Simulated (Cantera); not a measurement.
An isothermal, constant-pressure homogeneous reactor starts with 30.3 % H₂, 65.8 % O₂, 3.88 % H₂O, at 1023 K and 2200 Pa.

Detailed kinetics in Cantera: the H2/O2 subset of GRI-Mech 3.0, which has no nitrogen chemistry. Radical loss at walls, strong at low pressure, is not modelled. The temperature is held fixed by assumption; the heat of reaction is taken as removed at once.

One state of this run: x H₂ = 0.198; x O₂ = 0.612; x H₂O₂ = 5.98e-7; x O = 0.0156; x OH = 0.00548. x: mole fraction; the columns are a selection and need not sum to one.

Problem. Which value of t (s) does it belong to?
A. 10.0
B. 0.00182
C. 3.84
D. 0.0837

Solution. B, 0.00182
